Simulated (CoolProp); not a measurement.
Model: reference Helmholtz-energy equation of state, Lemmon 2006, in CoolProp. It is a short technical equation, of lower accuracy than the large ones.

### Question
Give the vapour pressure (MPa), enthalpy of vaporisation (kJ/kg), vapour Z, vapour viscosity (µPa s) of saturated toluene at 423.8 K.

### Answer
```
T (K)  p (MPa)  enthalpy of vaporisation (kJ/kg)  vapour Z  vapour viscosity (µPa s)
-----  -------  --------------------------------  --------  ------------------------
423.8    0.279                               333     0.918                      9.66
```

Viscosity comes from a separate model (Avgeri 2015).
